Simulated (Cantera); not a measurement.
A closed system holds: 1 mol Si, 13 mol HCl, 0.25 mol N2, equilibrated at 1377 °C and 13300 Pa.

These are equilibrium values from Cantera (NASA tables, ideal gas, pure condensed phases), not measurements of a reactor. Candidate condensed phases: NH4Cl, Si, Si3N4; 28 gas species. The tables' values for SiCl3 are old estimates; treat these amounts as uncertain. Kinetics and transport are ignored.

Base state: HCl 0.777, H2 0.124, SiCl4 0.0355, SiCl2 0.0231, N2 0.0197, SiCl3 0.0193, SiHCl3 0.000954, Cl 0.000430 (mole fractions); condensed: gas only.

**Question.** What changes in the equilibrium state with this change: temperature from 1377 °C to 700 °C?

**Answer.** 
```
species    before    after
-------  --------  -------
HCl         0.777    0.735
H2          0.124    0.163
SiCl4      0.0355   0.0815
SiCl2      0.0231  2.48e-8
SiCl3      0.0193  8.40e-6
N2         0.0197   0.0204
Cl       0.000430  5.07e-9
H         8.77e-5  1.20e-9
```
